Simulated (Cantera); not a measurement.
Feed: 1 mol BCl3, 0.9 mol NH3, 18 mol H2, 0.79 mol O2, at 702 °C and 0.0100 bar.

These are equilibrium values from Cantera (NASA tables, ideal gas, pure condensed phases), not measurements of a reactor. Candidate condensed phases: B, BN, B2O3, B3O3H3, H2O, NH4Cl; 49 gas species. Equilibrium is a limit: real reactors are often held back by kinetics, nucleation or transport.

Base state: H2 0.834, HCl 0.141, N2 0.0211, H2O 0.00375 (mole fractions); condensed: B2O3(l).

What changes in the equilibrium state with this change: temperature from 702 °C to 1077 °C?


```tsv
species	before	after
H2	0.834	0.833
HCl	0.141	0.141
N2	0.0211	0.0211
HBO2	9.37e-6	0.00274
H2O	0.00375	0.00249
B2O3	<1e-9	7.03e-5
HBO	7.33e-9	0.000177
B2O3(l), mol	0.500	0.467
```
The tables' values for BOCl are old estimates; treat these amounts as uncertain.
